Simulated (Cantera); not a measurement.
Input: 1 mol CH3F, 0.33 mol HCl, at 3023.15 K and 100000 Pa.

Equilibrium computed with Cantera from the NASA thermochemical tables; the gas is ideal and each condensed phase is pure. Candidate condensed phases: C, C6H6, C7H8, C8H18; 118 gas species. Rates play no part.

Base state: HF 0.402, H2 0.340, HCl 0.111, H 0.0989, C2H2 (acetylene) 0.0226, Cl 0.0219, C2H 0.00117, F 0.000753 (mole fractions); condensed: C(graphite).

Question: What changes in the equilibrium state with this change: temperature from 3023.15 K to 2750 K?

Answer: 
| species | before | after |
|---|---|---|
| HF | 0.402 | 0.418 |
| H2 | 0.340 | 0.390 |
| HCl | 0.111 | 0.128 |
| H | 0.0989 | 0.0427 |
| Cl | 0.0219 | 0.00972 |
| C2H2 (acetylene) | 0.0226 | 0.0110 |
| C2 | 4.07e-5 | 1.63e-6 |
| C3 | 0.000399 | 1.69e-5 |
| C | 6.31e-5 | 3.78e-6 |
| C(graphite), mol | 0.870 | 0.945 |

Question: What changes in the equilibrium state with this change: temperature from 3023.15 K to 1275 K?

Answer: 
```csv
species,before,after
HF,0.402,0.430
H2,0.340,0.427
HCl,0.111,0.142
H,0.0989,4.81e-7
Cl,0.0219,1.36e-7
C2H2 (acetylene),0.0226,1.64e-7
C2H,0.00117,<1e-9
F,0.000753,<1e-9
C4H2,0.000628,<1e-9
C3,0.000399,<1e-9
C2HCl,0.000170,<1e-9
"C(graphite), mol",0.870,0.996
```

Question: What changes in the equilibrium state with this change: pressure from 100000 Pa to 1000 Pa?

Answer: 
| species | before | after |
|---|---|---|
| H | 0.0989 | 0.479 |
| HF | 0.402 | 0.273 |
| H2 | 0.340 | 0.0800 |
| C3 | 0.000399 | 0.0399 |
| F | 0.000753 | 0.0105 |
| HCl | 0.111 | 0.0185 |
| C2H2 (acetylene) | 0.0226 | 0.00532 |
| Cl | 0.0219 | 0.0753 |
| C4 | 1.44e-6 | 0.000144 |
| C | 6.31e-5 | 0.00631 |
| C5 | 7.82e-6 | 0.000782 |
| C2 | 4.07e-5 | 0.00407 |
| CH3 | 4.04e-5 | 4.60e-7 |
| C(graphite), mol | 0.870 | 0.429 |
